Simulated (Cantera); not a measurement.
Charge: 1 mol Si₂H₆, 0.95 mol Cl₂, 39 mol H₂, at 677 °C and 0.280 bar.

These are equilibrium values from Cantera (NASA tables, ideal gas, pure condensed phases), not measurements of a reactor. Candidate condensed phases: Si; 19 gas species. The feed counts by its element totals alone. The tables' values for SiCl₃ are old estimates; treat these amounts as uncertain. The numbers say what is thermodynamically allowed, not how fast it happens.

Base state: H₂ 0.983, SiCl₄ 0.00579, HCl 0.00518, SiHCl₃ 0.00505, SiH₂Cl₂ 0.000446, SiCl₃ 8.50e-5, SiCl₂ 4.16e-5 (mole fractions); condensed: Si(s).

**Question.** What changes in the equilibrium state with this change: temperature from 677 °C to 902 °C?

**Answer.** 
| species | before | after |
|---|---|---|
| H₂ | 0.983 | 0.970 |
| HCl | 0.00518 | 0.0227 |
| SiHCl₃ | 0.00505 | 0.00244 |
| SiCl₄ | 0.00579 | 0.00242 |
| SiCl₂ | 4.16e-5 | 0.00122 |
| SiCl₃ | 8.50e-5 | 0.000549 |
| Si(s), mol | 1.51 | 1.70 |

**Question.** What changes in the equilibrium state with this change: Si₂H₆ replaced by SiHCl₃?

**Answer.** 
```json
[
 {"species": "H₂", "before": "0.983", "after": "0.950"},
 {"species": "HCl", "before": "0.00518", "after": "0.0257"},
 {"species": "SiCl₄", "before": "0.00579", "after": "0.0208"},
 {"species": "SiH₂Cl₂", "before": "0.000446", "after": "6.06e-5"},
 {"species": "SiCl₂", "before": "4.16e-5", "after": "5.85e-6"},
 {"species": "Si(s), mol", "before": "1.51", "after": "0"}
]
```

**Question.** What changes in the equilibrium state with this change: pressure from 0.280 bar to 1.00 bar?

**Answer.** 
```tsv
species	before	after
H₂	0.983	0.984
SiHCl₃	0.00505	0.00631
SiCl₄	0.00579	0.00510
HCl	0.00518	0.00365
SiH₃Cl	9.86e-6	2.48e-5
SiCl₂	4.16e-5	2.07e-5
SiH₂Cl₂	0.000446	0.000792
Si(s), mol	1.51	1.48
```
